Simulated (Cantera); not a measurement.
A perfectly stirred reactor is fed with 24.7 % H₂, 14.7 % O₂, 55.4 % N₂, 5.19 % H₂O, equivalence ratio 0.84, at 0.987 atm; it is adiabatic with a 798 K inlet, and is followed from long to short residence time, starting on the burning branch (τ in s: 0.059, 0.032, 0.017, 0.0093, 0.005, 0.0027, 0.0015, 0.00079, 0.00042, 0.00023, 0.00012, 6.7e-05).

Computed with Cantera and GRI-Mech 3.0 (53 species, 325 reactions).

One state of this run: T (K) = 2417; x H₂ = 0.00943; x O₂ = 0.0262; x H₂O = 0.321; x HO₂ = 4.50e-6; x N₂O = 2.68e-7; x NO = 0.00269; x O = 0.00184. x: mole fraction; the columns are a selection and need not sum to one.

Problem. Which value of τ (s) does it belong to?
(A) 0.00023
(B) 0.017
(C) 0.00042
(D) 0.0027

Solution. B, 0.017
